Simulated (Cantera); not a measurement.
**Gas activation for diamond growth**

An isothermal, constant-pressure homogeneous reactor starts with CH4 : H2 : N2 = 0.013 : 1 : 0.00043 (molar parts), at 1800 K and 0.310 bar.

Model: GRI-Mech 3.0 (53 species, 325 reactions), integrated in Cantera. GRI-Mech 3.0 stops at C3 and has no aromatics, soot or wall deposition, so with more carbon than oxygen in the feed, carbon stays in small species such as C2H2 where larger ones or solid carbon would form.

```tsv
t (s)	x CH4	x H2	x C2H	x CH2	x CH3	x C2H4	x C2H6
2.00e-6	0.0128	0.987	<1e-12	<1e-12	4.38e-7	<1e-12	<1e-12
8.89e-6	0.0128	0.987	<1e-12	5.49e-12	1.37e-6	6.26e-12	9.03e-12
3.95e-5	0.0128	0.987	<1e-12	1.09e-10	5.28e-6	4.40e-10	4.68e-10
0.000175	0.0128	0.987	<1e-12	2.14e-9	2.25e-5	3.66e-8	1.99e-8
0.000780	0.0127	0.986	2.93e-12	3.36e-8	8.85e-5	2.39e-6	3.21e-7
0.00346	0.0125	0.986	4.51e-10	1.08e-7	0.000158	1.19e-5	8.17e-7
0.0154	0.0115	0.987	3.05e-9	1.03e-7	0.000148	1.38e-5	7.11e-7
0.0684	0.00865	0.988	1.11e-8	7.84e-8	0.000112	1.97e-5	4.04e-7
0.304	0.00414	0.990	2.39e-8	3.87e-8	5.39e-5	3.13e-5	9.82e-8
1.35	0.00162	0.992	3.11e-8	1.55e-8	2.13e-5	3.92e-5	2.07e-8
6.00	0.00133	0.992	3.20e-8	1.27e-8	1.74e-5	4.02e-5	1.60e-8
```
x: mole fraction; the columns are a selection and need not sum to one.

Equilibrium at this temperature and pressure: CH4 0.00130, H2 0.992, C2H 3.06e-8, CH2 1.24e-8, CH3 1.70e-5, C2H4 3.84e-5, C2H6 1.53e-8 (gas phase only).
